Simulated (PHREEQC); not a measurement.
Solution (25 °C): 31 mmol/kgw MnSO4, 0.31 mmol/kgw MgSO4, 0.88 mmol/kgw HCl and 26 mmol/kgw Na2SO4. It is in equilibrium with CO2 at log p = -3.5 (atm). Otherwise closed; pH follows from the charge balance.

Equilibrium calculation in PHREEQC: ion-association model, phreeqc.dat.

Precipitation was switched off in this run.

**Question.** Order these S species by the share of S that they hold, largest first: MnSO4, SO4-2, NaSO4-, MgSO4, HSO4-.

**Answer.** SO4-2 (69 %), MnSO4 (24 %), NaSO4- (5.6 %), HSO4- (0.88 %), MgSO4 (0.28 %)

The pH is 3.52 and the ionic strength 0.140 mol/kgw.
